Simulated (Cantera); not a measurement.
# CCl₄ + CH₄ (fluorocarbon and chlorocarbon gases)

Feed: 1 mol CCl₄, 0.011 mol CH₄, held at 2752 °C and 1000 Pa.

Equilibrium computed with Cantera from the NASA thermochemical tables; the gas is ideal and each condensed phase is pure. Candidate condensed phases: C, C₆H₆, C₇H₈, C₈H₁₈; 91 gas species. The tables' values for CCl are old estimates; treat these amounts as uncertain. The numbers say what is thermodynamically allowed, not how fast it happens.

```
Property            Value
--------------  ---------
x(Cl)               0.937
x(C₃)              0.0406
x(H)              0.00693
x(C)              0.00642
x(C₂)             0.00415
x(HCl)            0.00329
x(C₅)            0.000802
x(C₄)            0.000147
x(Cl₂)            8.81e-5
n(C(graphite))  0.410 mol
gas amount      4.251 mol
```
